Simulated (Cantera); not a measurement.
## Hydrocarbon pyrolysis for carbon deposition

A perfectly stirred reactor is fed with CH₄ : H₂ = 1 : 5.4 (molar parts), at 1.00 bar; it is held at 1600 K, and followed from long to short residence time.

Model: GRI-Mech 3.0 (53 species, 325 reactions), integrated in Cantera. GRI-Mech 3.0 stops at C3 and has no aromatics, soot or wall deposition, so with more carbon than oxygen in the feed, carbon stays in small species such as C2H2 where larger ones or solid carbon would form.

```
τ (s)     x CH₄   x H₂    x C₂H₂     x CH₃    x C₂H₄     x C₂H
-------  ------  -----  --------  --------  --------  --------
0.39     0.0901  0.881    0.0260   9.75e-5   0.00271   4.66e-9
0.18      0.108  0.871    0.0187  0.000114   0.00209   3.27e-9
0.084     0.125  0.861    0.0118  0.000130   0.00151   2.02e-9
0.039     0.139  0.853   0.00646  0.000141   0.00107   1.09e-9
0.018     0.147  0.849   0.00309  0.000148  0.000772  5.15e-10
0.0083    0.152  0.846   0.00129  0.000151  0.000560  2.12e-10
0.0038    0.154  0.845  0.000448  0.000151  0.000381  7.26e-11
0.0018    0.155  0.844  0.000132  0.000147  0.000228  2.06e-11
0.00082   0.156  0.844   2.69e-5  0.000137  0.000105  3.92e-12
0.00038   0.156  0.844   3.81e-6  0.000119   3.54e-5    <1e-12
0.00018   0.156  0.844   3.43e-7   9.14e-5   8.11e-6    <1e-12
```
x: mole fraction; the columns are a selection and need not sum to one.
